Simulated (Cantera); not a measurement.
Mixture: H2 : O2 : N2 : H2O = 1 : 0.667 : 2.51 : 0.12 (molar parts), equivalence ratio 0.75, at 0.850 bar, adiabatic and at constant pressure. Ignition delay is the time to a rise of 400 K.

Cantera simulation using GRI-Mech 3.0 (53 species, 325 reactions); the numbers are that mechanism's predictions, not measurements. Where the delays flatten at high temperature, the 400 K rule measures the pace of heat release, not the induction time.

Question: Predict: delay at 1173 K; delay at 1248 K; delay at 1323 K; delay at 1398 K; delay at 1473 K.

Answer: 
```
Property           Value
---------------  -------
delay at 1173 K  68.4 µs
delay at 1248 K  47.4 µs
delay at 1323 K  36.2 µs
delay at 1398 K  29.8 µs
delay at 1473 K  26.3 µs
```
